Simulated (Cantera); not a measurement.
An adiabatic, constant-pressure homogeneous reactor starts with H2 : O2 : N2 = 1 : 0.82 : 3.08 (molar parts), at 1123 K and 1.00 bar. Integrator tolerance rtol = 1e-08.

Cantera simulation using GRI-Mech 3.0 (53 species, 325 reactions); the numbers are that mechanism's predictions, not measurements.

Problem. What does this change do: initial temperature 1123 to 1450 K?

Solution. 
```
quantity                                                            before                                    after
---------------------------------  ---------------------------------------  ---------------------------------------
time of steepest temperature rise                                  75.6 µs                                  16.1 µs
temperature at 4.00 s                                               2445 K                                   2624 K
equilibrium temperature                                             2445 K                                   2624 K
x(H2) at 4.00 s                    0.00385 (gas-phase equilibrium 0.00385)  0.00868 (gas-phase equilibrium 0.00868)
x(O2) at 4.00 s                      0.0643 (gas-phase equilibrium 0.0643)    0.0611 (gas-phase equilibrium 0.0611)
x(NO) at 4.00 s                      0.0108 (gas-phase equilibrium 0.0108)    0.0142 (gas-phase equilibrium 0.0142)
x(H) at 4.00 s                     0.00123 (gas-phase equilibrium 0.00123)  0.00397 (gas-phase equilibrium 0.00397)
x(H2O) at 4.00 s                       0.214 (gas-phase equilibrium 0.214)      0.202 (gas-phase equilibrium 0.202)
```
